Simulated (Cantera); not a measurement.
A closed system holds: 1 mol SrCl₂, 5.9 mol H₂O, 0.39 mol N₂, held at 1550 K and 0.000190 bar.

Method: chemical equilibrium by Gibbs-energy minimisation in Cantera with the NASA 1993 tables (ideal gas, pure condensed phases). Candidate condensed phases: H₂O, NH₄Cl, Sr, SrCl₂, SrO, Sr(OH)₂; 35 gas species. Condensed phases not in the tables: oxide chlorides. Rates play no part.

Base state: H₂O 0.764, SrCl₂ 0.0985, HCl 0.0745, N₂ 0.0533, H₂ 0.00483, Cl 0.00196, O₂ 0.00172, OH 0.000845 (mole fractions); condensed: SrO(s).

**Question.** What changes in the equilibrium state with this change: temperature from 1550 K to 1500 K?

**Answer.** 
```tsv
species	before	after
H₂O	0.764	0.765
SrCl₂	0.0985	0.0972
HCl	0.0745	0.0778
H₂	0.00483	0.00316
N₂	0.0533	0.0534
O	2.36e-5	9.77e-6
H	0.000159	7.18e-5
OH	0.000845	0.000496
NO	3.65e-5	2.31e-5
SrO(s), mol	0.280	0.289
```
